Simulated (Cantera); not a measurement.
# Thermodynamics of sublimation and decomposition of ceramics, feed TiC + C + H2

Charge: 1 mol TiC, 0.62 mol C, 1.5 mol H2, at 1423.15 K.

Cantera equilibrium calculation (NASA polynomials, part measured and part estimated; ideal gas, pure solids and liquids). Candidate condensed phases: C, C6H6, C7H8, C8H18, Ti, TiC; 77 gas species. TiC: taken at fixed stoichiometry. Rates play no part.

| P (Pa) | x H2 | x CH4 | x H | x C2H4 | x C2H2 (acetylene) | x C2H6 | n C(graphite) | n TiC(s) |
|---|---|---|---|---|---|---|---|---|
| 1 | 0.998 | 3.79e-8 | 0.00210 | 2.20e-11 | 3.43e-6 | <1e-12 | 0.620 | 1.00 |
| 10 | 0.999 | 3.80e-7 | 0.000665 | 2.20e-10 | 3.44e-6 | <1e-12 | 0.620 | 1.00 |
| 100 | 1.000 | 3.80e-6 | 0.000210 | 2.20e-9 | 3.44e-6 | <1e-12 | 0.620 | 1.00 |
| 1000 | 1.000 | 3.80e-5 | 6.66e-5 | 2.20e-8 | 3.44e-6 | 3.57e-12 | 0.620 | 1.00 |
| 10000 | 1.000 | 0.000380 | 2.10e-5 | 2.20e-7 | 3.44e-6 | 3.57e-10 | 0.619 | 1.00 |
| 100000 | 0.996 | 0.00378 | 6.64e-6 | 2.19e-6 | 3.43e-6 | 3.53e-8 | 0.614 | 1.00 |
| 1000000 | 0.965 | 0.0354 | 2.07e-6 | 2.05e-5 | 3.32e-6 | 3.21e-6 | 0.569 | 1.00 |
x: gas mole fraction; n: condensed amount in mol.

From 1.00 Pa to 1000000 Pa the condensed part is C(graphite) + TiC(s).
